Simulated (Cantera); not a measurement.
Feed: 1 mol SiH₂Cl₂, 0.057 mol C₃H₈, 34 mol H₂, held at 1.10 mbar.

These are equilibrium values from Cantera (NASA tables, ideal gas, pure condensed phases), not measurements of a reactor. Candidate condensed phases: C, C₆H₆, C₇H₈, C₈H₁₈, Si, SiC; 109 gas species. Mutual solubility and eutectic melting of coexisting phases are not modelled. Gases not in the tables: Si₂H₆ and higher silanes. Kinetics and transport are ignored.

Which condensed phases are stable at each of these points (T (K)): 1600, 1675, 1750, 1825, 1900, 1975, 2050, 2125, 2200, 2275?


```csv
T (K),condensed phases,Si condensed (%)
1600,Si(s) + SiC(s),76.1
1675,Si(s) + SiC(s),74.0
1750,Si(l) + SiC(s),71.1
1825,Si(l) + SiC(s),61.0
1900,Si(l) + SiC(s),31.4
1975,SiC(s),15.5
2050,SiC(s),13.8
2125,SiC(s),3.9
2200,gas only,0.0
2275,gas only,0.0
```

From 1600 K to 1675 K the condensed part is Si(s) + SiC(s). From 1750 K to 1900 K the condensed part is Si(l) + SiC(s). From 1975 K to 2125 K the condensed part is SiC(s). From 2200 K to 2275 K nothing is condensed.
